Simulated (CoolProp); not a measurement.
Model: reference Helmholtz-energy equation of state, Akasaka 2024, in CoolProp.

**Question.** For R1132(E), give the phase and the cp (kJ/(kg K)), speed of sound (m/s) at 57.65 °C and 2.96 bar; 125.55 °C and 5.06 bar.

**Answer.** 
- 57.65 °C and 2.96 bar: gas; cp 1.02, speed of sound 218
- 125.55 °C and 5.06 bar: gas; cp 1.13, speed of sound 238
